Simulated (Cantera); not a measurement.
An adiabatic, constant-volume homogeneous reactor starts with CH3OH : O2 : N2 = 1 : 4.05 : 15.2 (molar parts), equivalence ratio 0.37, at 1800 K and 750 Torr. Integrator tolerance rtol = 1e-08.

Model: GRI-Mech 3.0 (53 species, 325 reactions), integrated in Cantera. GRI-Mech 3.0 was tuned for natural gas; its chemistry of methanol as a main component is partial and can be far from experiment.

```
quantity                                                          before                                  after
---------------------------------  -------------------------------------  -------------------------------------
time of steepest temperature rise                                34.0 µs                                40.2 µs
temperature at 5.00 s                                             2602 K                                 2477 K
equilibrium temperature                                           2602 K                                 2477 K
x(CH3OH) at 5.00 s                 <1e-12 (gas-phase equilibrium <1e-12)  <1e-12 (gas-phase equilibrium <1e-12)
x(O2) at 5.00 s                      0.110 (gas-phase equilibrium 0.110)    0.112 (gas-phase equilibrium 0.112)
x(C2H) at 5.00 s                   <1e-12 (gas-phase equilibrium <1e-12)  <1e-12 (gas-phase equilibrium <1e-12)
x(C2H6) at 5.00 s                  <1e-12 (gas-phase equilibrium <1e-12)  <1e-12 (gas-phase equilibrium <1e-12)
x(C2H2) at 5.00 s                  <1e-12 (gas-phase equilibrium <1e-12)  <1e-12 (gas-phase equilibrium <1e-12)
x(NO) at 5.00 s                    0.0189 (gas-phase equilibrium 0.0189)  0.0155 (gas-phase equilibrium 0.0155)
```

Task: Name the change that produced these shifts.
(A) O2 4.05 to 2.1 parts
(B) initial temperature 1800 to 1223 K
(C) constant pressure in place of constant volume
(D) pressure from 750 Torr to 9000 Torr

Result: C, constant pressure in place of constant volume
